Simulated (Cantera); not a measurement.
Feed: 1 mol NiS, 1.4 mol H2, held at 1648.15 K and 1.60 mbar.

Equilibrium computed with Cantera from the NASA thermochemical tables; the gas is ideal and each condensed phase is pure. Candidate condensed phases: Ni, NiS, NiS2, Ni3S2, Ni3S4, S; 9 gas species. Rates play no part.

### Question
What is the equilibrium state?

### Answer
```
Item                                   Value
---------------------------------  ---------
x(H2)                                  0.875
x(S2)                                 0.0925
x(H2S)                                0.0201
x(SH)                                0.00787
x(H)                                 0.00209
x(S)                                 0.00148
x(Ni)                               0.000485
x(NiS)                              0.000451
n(Ni3S2(l))                        0.333 mol
gas amount                         1.555 mol
log10 activity of Ni(s) (absent)       -0.14
log10 activity of NiS(l) (absent)      -1.06
log10 activity of S(l) (absent)        -3.26
```
